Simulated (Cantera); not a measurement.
A closed system holds: 1 mol CH₃Cl, 0.59 mol CH₄, 0.09 mol H₂, equilibrated at 600 K and 0.000130 bar.

These are equilibrium values from Cantera (NASA tables, ideal gas, pure condensed phases), not measurements of a reactor. Candidate condensed phases: C, C₆H₆, C₇H₈, C₈H₁₈; 91 gas species. Kinetics and transport are ignored.

Base state: H₂ 0.687, HCl 0.308, CH₄ 0.00578 (mole fractions); condensed: C(graphite).

Problem. What changes in the equilibrium state with this change: pressure from 0.000130 bar to 0.133 bar?

Solution. 
| species | before | after |
|---|---|---|
| HCl | 0.308 | 0.427 |
| CH₄ | 0.00578 | 0.396 |
| H₂ | 0.687 | 0.177 |
| C(graphite), mol | 1.57 | 0.663 |
